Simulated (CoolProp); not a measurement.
Properties of water along the isotherm 704.1 K (Tc = 647.1 K, pc = 22060 kPa, ω = 0.344).

Values from CoolProp's reference Helmholtz-energy equation of state, Wagner 2002.

| p (kPa) | phase | cp (kJ/(kg K)) | speed of sound (m/s) | expansivity (1/kK) | Prandtl number | fugacity coefficient |
|---|---|---|---|---|---|---|
| 174 | gas | 2.093 | 645.4 | 1.431 | 0.923 | 0.9981 |
| 263 | gas | 2.098 | 645.1 | 1.436 | 0.924 | 0.9971 |
| 397 | gas | 2.105 | 644.6 | 1.444 | 0.925 | 0.9957 |
| 599 | gas | 2.116 | 643.9 | 1.457 | 0.927 | 0.9935 |
| 903 | gas | 2.133 | 642.8 | 1.476 | 0.929 | 0.9902 |
| 1360 | gas | 2.159 | 641.1 | 1.505 | 0.933 | 0.9852 |
| 2060 | gas | 2.200 | 638.4 | 1.552 | 0.940 | 0.9776 |
| 3100 | gas | 2.265 | 634.4 | 1.627 | 0.951 | 0.9663 |
| 4680 | gas | 2.374 | 628.1 | 1.751 | 0.969 | 0.9492 |
| 7060 | gas | 2.564 | 618.2 | 1.969 | 1.00 | 0.9234 |
| 10600 | gas | 2.915 | 602.3 | 2.380 | 1.06 | 0.8851 |
| 16100 | gas | 3.698 | 574.7 | 3.330 | 1.20 | 0.8258 |
| 24200 | supercritical | 5.908 | 527.1 | 6.211 | 1.51 | 0.7387 |
| 36600 | supercritical | 14.21 | 472.3 | 18.05 | 2.23 | 0.6070 |
| 55200 | supercritical | 7.543 | 682.9 | 6.156 | 1.17 | 0.4617 |

The peak of cp marks the crossing from liquid-like to gas-like fluid above the critical point.

Viscosity comes from a separate model (Huber 2009). Thermal conductivity comes from a separate model (Huber 2012).
